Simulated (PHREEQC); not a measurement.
## Metal-bearing waste water: speciation

Make-up at 25 °C: 140 mmol/kgw CdCl2, 1.6 mmol/kgw ZnCl2 and 0.008 mmol/kgw Na2SO4. Closed to the air; pH follows from the charge balance.

The numbers come from PHREEQC with the ion-association model, phreeqc.dat.

No solid was allowed to form.

### Question
Predict the pH.

### Answer
pH 5.31.

### Question
In which forms is Zn present?

### Answer
Zn+2 89 %, ZnCl+ 10 %, ZnCl2 0.7 % of the Zn.
